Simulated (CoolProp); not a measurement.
Vapour-liquid equilibrium of n-hexane (1) + n-decane (2) at 401.7 K; x and y are mole fractions of (1).

Computed with CoolProp (multi-fluid Helmholtz-energy mixture model, Thol 2019 and Lemmon 2006; pair parameters Kunz 2012).

### Question
Give the bubble pressure and the first vapour's composition at x = 0.125, 0.575, 0.875. Is there an azeotrope?

### Answer
x = 0.125: 75.34 kPa, y = 0.674; x = 0.575: 271.1 kPa, y = 0.950; x = 0.875: 418.6 kPa, y = 0.989. No azeotrope shows between x = 0.05 and 0.95.

Pair parameters are fitted to limited data, so mixtures are less certain than the pure fluids.
